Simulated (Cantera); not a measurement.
Cantera run:

```python
import numpy as np
import cantera as ct

gas_names = """
    C CO CO2 C2 C2O C3 C3O2 C4 C5 Cu CuO Cu2 O O2 O3
""".split()
cond_names = """
    C(gr) Cu(cr) Cu(L) CuO(s) Cu2O(s) Cu2O(L)
""".split()


# ... load() reads the species with a 1 bar reference pressure and builds the phases ...
atoms = {
    'Cu2O': {'Cu': 2, 'O': 1},
    'CO': {'C': 1, 'O': 1},
}
top_T = {'C(gr)': 4500, 'CuO(s)': 1390}  # K; cautious upper limits of use, not melting points


# ... equilibrate(T, P, feed) seeds the gas with the atoms and calls Mixture.equilibrate('TP', solver="vcs", rtol=1e-11, max_steps=5000) ...
results = []
P = 1000  # Pa
for T in [1073, 1173, 1273, 1373, 1473, 1573, 1673, 1773, 1873, 1973, 2073, 2173, 2273, 2373]:
    for m in [0.92, 2.8, 4.7, 6.5, 8.4, 10, 12, 14, 16, 18, 20]:
        feed = {'Cu2O': 1, 'CO': m}  # mol
        mix = equilibrate(T, P, feed)
        results.append((T, P, feed, dict(zip(mix.species_names, mix.species_moles))))

for T, P, feed, n in results:
    print(f"{T:7g} {feed['CO']:10.4g}  " + (" + ".join(c for c in cond_names if n.get(c, 0) > 1e-12) or "gas only"))
```

Result:

```
   1073       0.92  Cu(cr) + Cu2O(s)
   1073        2.8  Cu(cr)
   1073        4.7  Cu(cr)
   1073        6.5  Cu(cr)
   1073        8.4  Cu(cr)
   1073         10  Cu(cr)
   1073         12  Cu(cr)
   1073         14  Cu(cr)
   1073         16  Cu(cr)
   1073         18  Cu(cr)
   1073         20  Cu(cr)
   1173       0.92  Cu(cr) + Cu2O(s)
   1173        2.8  Cu(cr)
   1173        4.7  Cu(cr)
   1173        6.5  Cu(cr)
   1173        8.4  Cu(cr)
   1173         10  Cu(cr)
   1173         12  Cu(cr)
   1173         14  Cu(cr)
   1173         16  Cu(cr)
   1173         18  Cu(cr)
   1173         20  Cu(cr)
   1273       0.92  Cu(cr) + Cu2O(s)
   1273        2.8  Cu(cr)
   1273        4.7  Cu(cr)
   1273        6.5  Cu(cr)
   1273        8.4  Cu(cr)
   1273         10  Cu(cr)
   1273         12  Cu(cr)
   1273         14  Cu(cr)
   1273         16  Cu(cr)
   1273         18  Cu(cr)
   1273         20  Cu(cr)
   1373       0.92  Cu(L) + Cu2O(s)
   1373        2.8  Cu(L)
   1373        4.7  Cu(L)
   1373        6.5  Cu(L)
   1373        8.4  Cu(L)
   1373         10  Cu(L)
   1373         12  Cu(L)
   1373         14  Cu(L)
   1373         16  Cu(L)
   1373         18  Cu(L)
   1373         20  Cu(L)
   1473       0.92  Cu(L) + Cu2O(s)
   1473        2.8  Cu(L)
   1473        4.7  Cu(L)
   1473        6.5  Cu(L)
   1473        8.4  Cu(L)
   1473         10  Cu(L)
   1473         12  Cu(L)
   1473         14  Cu(L)
   1473         16  Cu(L)
   1473         18  Cu(L)
   1473         20  Cu(L)
   1573       0.92  Cu(L) + Cu2O(L)
   1573        2.8  Cu(L)
   1573        4.7  Cu(L)
   1573        6.5  Cu(L)
   1573        8.4  Cu(L)
   1573         10  Cu(L)
   1573         12  Cu(L)
   1573         14  Cu(L)
   1573         16  Cu(L)
   1573         18  Cu(L)
   1573         20  Cu(L)
   1673       0.92  Cu(L)
   1673        2.8  Cu(L)
   1673        4.7  Cu(L)
   1673        6.5  Cu(L)
   1673        8.4  Cu(L)
   1673         10  Cu(L)
   1673         12  Cu(L)
   1673         14  Cu(L)
   1673         16  Cu(L)
   1673         18  Cu(L)
   1673         20  Cu(L)
   1773       0.92  Cu(L)
   1773        2.8  Cu(L)
   1773        4.7  Cu(L)
   1773        6.5  Cu(L)
   1773        8.4  Cu(L)
   1773         10  Cu(L)
   1773         12  Cu(L)
   1773         14  Cu(L)
   1773         16  Cu(L)
   1773         18  Cu(L)
   1773         20  Cu(L)
   1873       0.92  Cu(L)
   1873        2.8  Cu(L)
   1873        4.7  Cu(L)
   1873        6.5  Cu(L)
   1873        8.4  Cu(L)
   1873         10  Cu(L)
   1873         12  Cu(L)
   1873         14  Cu(L)
   1873         16  gas only
   1873         18  gas only
   1873         20  gas only
   1973       0.92  Cu(L)
   1973        2.8  Cu(L)
   1973        4.7  gas only
   1973        6.5  gas only
   1973        8.4  gas only
   1973         10  gas only
   1973         12  gas only
   1973         14  gas only
   1973         16  gas only
   1973         18  gas only
   1973         20  gas only
   2073       0.92  gas only
   2073        2.8  gas only
   2073        4.7  gas only
   2073        6.5  gas only
   2073        8.4  gas only
   2073         10  gas only
   2073         12  gas only
   2073         14  gas only
   2073         16  gas only
   2073         18  gas only
   2073         20  gas only
   2173       0.92  gas only
   2173        2.8  gas only
   2173        4.7  gas only
   2173        6.5  gas only
   2173        8.4  gas only
   2173         10  gas only
   2173         12  gas only
   2173         14  gas only
   2173         16  gas only
   2173         18  gas only
   2173         20  gas only
   2273       0.92  gas only
   2273        2.8  gas only
   2273        4.7  gas only
   2273        6.5  gas only
   2273        8.4  gas only
   2273         10  gas only
   2273         12  gas only
   2273         14  gas only
   2273         16  gas only
   2273         18  gas only
   2273         20  gas only
   2373       0.92  gas only
   2373        2.8  gas only
   2373        4.7  gas only
   2373        6.5  gas only
   2373        8.4  gas only
   2373         10  gas only
   2373         12  gas only
   2373         14  gas only
   2373         16  gas only
   2373         18  gas only
   2373         20  gas only
```

Method: chemical equilibrium by Gibbs-energy minimisation in Cantera with the NASA 1993 tables (ideal gas, pure condensed phases). Each liquid is taken as pure. Mutual solubility and eutectic melting of coexisting phases are not modelled.
